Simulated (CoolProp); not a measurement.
Saturation properties of dimethyl carbonate.

The numbers come from the reference Helmholtz-energy equation of state, Zhou 2011 in CoolProp.

```json
[
 {"T (K)": "387.2", "p (MPa)": "0.2056", "vapour density (kg/m³)": "6.046", "surface tension (mN/m)": "15.8"},
 {"T (K)": "392.7", "p (MPa)": "0.2384", "vapour density (kg/m³)": "6.954", "surface tension (mN/m)": "15.1"},
 {"T (K)": "398.3", "p (MPa)": "0.2759", "vapour density (kg/m³)": "7.986", "surface tension (mN/m)": "14.4"},
 {"T (K)": "403.8", "p (MPa)": "0.3170", "vapour density (kg/m³)": "9.112", "surface tension (mN/m)": "13.7"},
 {"T (K)": "409.3", "p (MPa)": "0.3627", "vapour density (kg/m³)": "10.36", "surface tension (mN/m)": "13.0"},
 {"T (K)": "414.9", "p (MPa)": "0.4143", "vapour density (kg/m³)": "11.77", "surface tension (mN/m)": "12.4"},
 {"T (K)": "420.4", "p (MPa)": "0.4702", "vapour density (kg/m³)": "13.29", "surface tension (mN/m)": "11.7"},
 {"T (K)": "425.9", "p (MPa)": "0.5317", "vapour density (kg/m³)": "14.97", "surface tension (mN/m)": "11.0"},
 {"T (K)": "431.5", "p (MPa)": "0.6004", "vapour density (kg/m³)": "16.85", "surface tension (mN/m)": "10.4"}
]
```

It boils at 363.3 K under 1 atm.

Surface tension comes from a separate correlation (Mulero 2014).
